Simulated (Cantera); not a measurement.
Input (Python, Cantera) and output of one run.

```python
import numpy as np
import cantera as ct

gas_names = """
    B BH BH2 BH3 B2 H H2
""".split()
cond_names = """
    B(b) B(L)
""".split()


# ... load() reads the species with a 1 bar reference pressure and builds the phases ...
atoms = {
    'B2H6': {'B': 2, 'H': 6},
    'H2': {'H': 2},
}
top_T = {}  # K; cautious upper limits of use, not melting points


# ... equilibrate(T, P, feed) seeds the gas with the atoms and calls Mixture.equilibrate('TP', solver="vcs", rtol=1e-11, max_steps=5000) ...
results = []
feed = {'B2H6': 1, 'H2': 25}  # mol
T = 1725  # K
P = 36000  # Pa
mix = equilibrate(T, P, feed)
results.append((T, P, feed, dict(zip(mix.species_names, mix.species_moles))))
x = sorted(zip(gas.X, gas.species_names), reverse=True)
print(f"T = {T:g} K  P = {P:g} Pa  gas = {mix.phase_moles(0):.4g} mol")
print("   x: " + "  ".join(f"{s} {v:.3e}" for v, s in x if v > 0.0001))
print("   condensed (mol): " + ("  ".join(f"{mix.phase(i).name} {mix.phase_moles(i):.4g}"
      for i in range(1, mix.n_phases) if mix.phase_moles(i) > 1e-12) or "none"))
```

It prints:

```
T = 1725 K  P = 36000 Pa  gas = 28 mol
   x: H2 9.996e-01  H 3.095e-04
   condensed (mol): B(b) 1.998
```

These are equilibrium values from Cantera (NASA tables, ideal gas, pure condensed phases), not measurements of a reactor. The feed counts by its element totals alone. The tables' values for BH2 are old estimates; treat these amounts as uncertain.
